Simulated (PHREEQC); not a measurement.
1 kg of water holding 0.0077 mol/kgw MgCl2 and 0.044 mol/kgw KCl is evaporated at 90 °C; the solids stay in contact with the brine. No CO2 enters from the air. The run lets Bischofite, Brucite, Carnallite, Sylvite, MgCl2_4H2O precipitate or redissolve, and no other solid.

Computed with PHREEQC (Pitzer model, pitzer.dat).

```json
[
 {"water left (kg)": "1", "ionic strength": "0.0671", "water activity": "0.998", "Sylvite (mol)": "0"},
 {"water left (kg)": "0.8219", "ionic strength": "(withheld)", "water activity": "0.998", "Sylvite (mol)": "0"},
 {"water left (kg)": "0.6755", "ionic strength": "0.0993", "water activity": "0.997", "Sylvite (mol)": "0"},
 {"water left (kg)": "0.4563", "ionic strength": "0.147", "water activity": "0.996", "Sylvite (mol)": "0"},
 {"water left (kg)": "0.375", "ionic strength": "0.179", "water activity": "0.995", "Sylvite (mol)": "0"},
 {"water left (kg)": "0.3082", "ionic strength": "(withheld)", "water activity": "0.994", "Sylvite (mol)": "0"},
 {"water left (kg)": "0.2533", "ionic strength": "0.265", "water activity": "0.993", "Sylvite (mol)": "0"},
 {"water left (kg)": "0.2082", "ionic strength": "0.322", "water activity": "0.992", "Sylvite (mol)": "0"},
 {"water left (kg)": "0.1711", "ionic strength": "0.392", "water activity": "(withheld)", "Sylvite (mol)": "0"},
 {"water left (kg)": "0.1156", "ionic strength": "0.580", "water activity": "0.985", "Sylvite (mol)": "0"},
 {"water left (kg)": "0.09502", "ionic strength": "0.706", "water activity": "(withheld)", "Sylvite (mol)": "0"},
 {"water left (kg)": "0.07809", "ionic strength": "0.859", "water activity": "(withheld)", "Sylvite (mol)": "0"},
 {"water left (kg)": "0.06418", "ionic strength": "1.05", "water activity": "0.973", "Sylvite (mol)": "0"},
 {"water left (kg)": "0.05275", "ionic strength": "1.27", "water activity": "0.967", "Sylvite (mol)": "0"},
 {"water left (kg)": "0.04335", "ionic strength": "1.55", "water activity": "0.959", "Sylvite (mol)": "0"},
 {"water left (kg)": "0.0293", "ionic strength": "2.29", "water activity": "(withheld)", "Sylvite (mol)": "0"},
 {"water left (kg)": "0.02407", "ionic strength": "2.79", "water activity": "0.924", "Sylvite (mol)": "0"},
 {"water left (kg)": "0.01979", "ionic strength": "3.39", "water activity": "0.906", "Sylvite (mol)": "0"},
 {"water left (kg)": "0.01627", "ionic strength": "4.12", "water activity": "0.884", "Sylvite (mol)": "0"},
 {"water left (kg)": "0.01337", "ionic strength": "(withheld)", "water activity": "0.856", "Sylvite (mol)": "0"},
 {"water left (kg)": "0.01099", "ionic strength": "6.10", "water activity": "0.821", "Sylvite (mol)": "0"},
 {"water left (kg)": "0.007427", "ionic strength": "8.68", "water activity": "0.739", "Sylvite (mol)": "0.00262"},
 {"water left (kg)": "0.006093", "ionic strength": "9.03", "water activity": "0.732", "Sylvite (mol)": "0.0121"},
 {"water left (kg)": "0.005012", "ionic strength": "9.46", "water activity": "0.722", "Sylvite (mol)": "0.0197"}
]
```

### Question
Complete the blanks.

### Answer

- 0.8219, ionic strength: 0.0816
- 0.3082, ionic strength: 0.218
- 0.1711, water activity: 0.990
- 0.09502, water activity: 0.981
- 0.07809, water activity: 0.977
- 0.0293, water activity: 0.938
- 0.01337, ionic strength: 5.02

Complexes and solids missing from the database can't appear. Away from 25 °C the constants follow the database's enthalpies or fits; those with neither stay at their 25 °C values.
